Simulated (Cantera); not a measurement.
Input (Python, Cantera) and output of one run.

```python
import numpy as np
import cantera as ct

gas_names = """
    C CH CH2 CH3 CH2OH CH3O CH4 CH3OH CN CO CO2 COOH C2 C2H CHCO,ketyl C2H2,acetylene C2H2,vinylidene
    CH2CO,ketene C2H3,vinyl CH3CN CH3CO,acetyl C2H4 C2H4O,ethylen CH3CHO,ethanal CH3COOH (HCOOH)2 C2H5
    C2H6 CH3OCH3 C2H5OH CCN CNC C2N2 C2O C3 C3H3,propargyl C3H4,allene C3H4,propyne C3H4,cyclo-
    C3H5,allyl C3H6,propylene C3H6,cyclo- C3H6O C3H7,n-propyl C3H7,i-propyl C3H8 C3H8O,1propanol
    C3H8O,2propanol C3O2 C4 C4H2 C4H4,1,3-cyclo- C4H6,butadiene C4H6,2-butyne C4H6,cyclo- C4H8,1-butene
    C4H8,cis2-buten C4H8,tr2-butene C4H8,isobutene C4H8,cyclo- (CH3COOH)2 C4H9,n-butyl C4H9,i-butyl
    C4H9,s-butyl C4H9,t-butyl C4H10,isobutane C4H10,n-butane C4N2 C5 C5H6,1,3cyclo- C5H8,cyclo-
    C5H10,1-pentene C5H10,cyclo- C5H11,pentyl C5H11,t-pentyl C5H12,n-pentane C5H12,i-pentane
    CH3C(CH3)2CH3 C6H2 C6H5,phenyl C6H5O,phenoxy C6H6 C6H5OH,phenol C6H10,cyclo- C6H12,1-hexene
    C6H12,cyclo- C6H13,n-hexyl C7H7,benzyl C7H8 C7H8O,cresol C7H14,1-heptene C7H15,n-heptyl
    C7H16,n-heptane C8H8,styrene C8H10,ethylbenz C8H16,1-octene C8H17,n-octyl C8H18,isooctane
    C8H18,n-octane C9H19,n-nonyl C10H8,naphthale C10H21,n-decyl C12H9,o-bipheny C12H10,bipheny Cu CuO
    Cu2 H HCN HCO HCCN HNC HNCO HNO HNO2 HNO3 HO2 H2 HCHO,formaldehy HCOOH H2O H2O2 N NCO NH NH2 NH3
    NH2OH NO NO2 NO3 N2 N2H2 N2H4 N2O O OH O2 O3
""".split()
cond_names = """
    C(gr) C6H6(L) C7H8(L) C8H18(L),n-octa Cu(cr) Cu(L) CuO(s) CuO2H2(s) Cu2O(s) Cu2O(L) H2O(s) H2O(L)
""".split()


def load(file, names, dense=False):
    # The tables refer to 1 bar. Condensed volumes are neglected.
    table = {s.name: s for s in ct.Species.list_from_file(file)}
    out = []
    for n in names:
        d = dict(table[n].input_data)
        d["thermo"] = dict(d["thermo"], **{"reference-pressure": 1e5})
        if dense:
            d["equation-of-state"] = {"model": "constant-volume", "density": "1e6 g/cm^3"}
        out.append(ct.Species.from_dict(d))
    return out


gas = ct.Solution(thermo="ideal-gas", species=load("nasa_gas.yaml", gas_names))
cond = {s.name: ct.Solution(thermo="fixed-stoichiometry", species=[s], name=s.name)
        for s in load("nasa_condensed.yaml", cond_names, dense=True)}
atoms = {
    'Cu2O': {'Cu': 2, 'O': 1},
    'CH4': {'C': 1, 'H': 4},
    'N2': {'N': 2},
}
top_T = {'C(gr)': 4500, 'CuO(s)': 1390}  # K; cautious upper limits of use, not melting points


def equilibrate(T, P, feed):
    n = {}
    for name, mol in feed.items():
        for a, k in atoms[name].items():
            n[a] = n.get(a, 0.0) + k * mol
    gas.TPX = T, P, n
    mass = sum(n.values()) * gas.mean_molecular_weight
    gas.equilibrate("TP")
    valid = [c for c in cond.values() if c.min_temp <= T <= top_T.get(c.name, c.max_temp)]
    mix = ct.Mixture([(gas, mass / gas.mean_molecular_weight)] + [(c, 0.0) for c in valid])
    mix.T, mix.P = T, P
    mix.equilibrate("TP", solver="vcs", rtol=1e-11, max_steps=5000)
    return mix


results = []
feed = {'Cu2O': 1, 'CH4': 0.32, 'N2': 0.43}  # mol
P = 100000  # Pa
for T in [1048, 1098, 1148, 1198, 1248, 1298, 1348, 1398, 1448, 1498, 1548, 1598, 1648, 1698]:
    mix = equilibrate(T, P, feed)
    results.append((T, P, feed, dict(zip(mix.species_names, mix.species_moles))))
    x = sorted(zip(gas.X, gas.species_names), reverse=True)
    print(f"T = {T:g} K  P = {P:g} Pa  gas = {mix.phase_moles(0):.4g} mol")
    print("   x: " + "  ".join(f"{s} {v:.3e}" for v, s in x if v > 0.0001))
    print("   condensed (mol): " + ("  ".join(f"{mix.phase(i).name} {mix.phase_moles(i):.4g}"
          for i in range(1, mix.n_phases) if mix.phase_moles(i) > 1e-12) or "none"))
```

It prints:

```
T = 1048 K  P = 100000 Pa  gas = 1.39 mol
   x: H2O 3.208e-01  N2 3.094e-01  CO2 1.684e-01  H2 1.396e-01  CO 6.178e-02
   condensed (mol): Cu(cr) 2
T = 1098 K  P = 100000 Pa  gas = 1.39 mol
   x: H2O 3.264e-01  N2 3.094e-01  CO2 1.629e-01  H2 1.341e-01  CO 6.735e-02
   condensed (mol): Cu(cr) 2
T = 1148 K  P = 100000 Pa  gas = 1.39 mol
   x: H2O 3.315e-01  N2 3.094e-01  CO2 1.577e-01  H2 1.289e-01  CO 7.249e-02
   condensed (mol): Cu(cr) 2
T = 1198 K  P = 100000 Pa  gas = 1.39 mol
   x: H2O 3.362e-01  N2 3.094e-01  CO2 1.530e-01  H2 1.242e-01  CO 7.721e-02
   condensed (mol): Cu(cr) 2
T = 1248 K  P = 100000 Pa  gas = 1.39 mol
   x: H2O 3.405e-01  N2 3.094e-01  CO2 1.487e-01  H2 1.199e-01  CO 8.153e-02
   condensed (mol): Cu(cr) 2
T = 1298 K  P = 100000 Pa  gas = 1.39 mol
   x: H2O 3.445e-01  N2 3.094e-01  CO2 1.447e-01  H2 1.160e-01  CO 8.548e-02
   condensed (mol): Cu(cr) 2
T = 1348 K  P = 100000 Pa  gas = 1.39 mol
   x: H2O 3.481e-01  N2 3.094e-01  CO2 1.411e-01  H2 1.123e-01  CO 8.911e-02
   condensed (mol): Cu(cr) 2
T = 1398 K  P = 100000 Pa  gas = 1.39 mol
   x: H2O 3.514e-01  N2 3.094e-01  CO2 1.378e-01  H2 1.090e-01  CO 9.243e-02
   condensed (mol): Cu(L) 2
T = 1448 K  P = 100000 Pa  gas = 1.39 mol
   x: H2O 3.545e-01  N2 3.094e-01  CO2 1.347e-01  H2 1.060e-01  CO 9.547e-02
   condensed (mol): Cu(L) 2
T = 1498 K  P = 100000 Pa  gas = 1.39 mol
   x: H2O 3.573e-01  N2 3.093e-01  CO2 1.319e-01  H2 1.032e-01  CO 9.827e-02
   condensed (mol): Cu(L) 2
T = 1548 K  P = 100000 Pa  gas = 1.39 mol
   x: H2O 3.598e-01  N2 3.093e-01  CO2 1.294e-01  CO 1.008e-01  H2 1.006e-01
   condensed (mol): Cu(L) 2
T = 1598 K  P = 100000 Pa  gas = 1.39 mol
   x: H2O 3.622e-01  N2 3.093e-01  CO2 1.270e-01  CO 1.032e-01  H2 9.821e-02
   condensed (mol): Cu(L) 2
T = 1648 K  P = 100000 Pa  gas = 1.39 mol
   x: H2O 3.644e-01  N2 3.093e-01  CO2 1.248e-01  CO 1.054e-01  H2 9.602e-02
   condensed (mol): Cu(L) 2
T = 1698 K  P = 100000 Pa  gas = 1.39 mol
   x: H2O 3.663e-01  N2 3.093e-01  CO2 1.228e-01  CO 1.074e-01  H2 9.399e-02  Cu 1.547e-04
   condensed (mol): Cu(L) 2
```

Cantera equilibrium calculation (NASA polynomials, part measured and part estimated; ideal gas, pure solids and liquids).
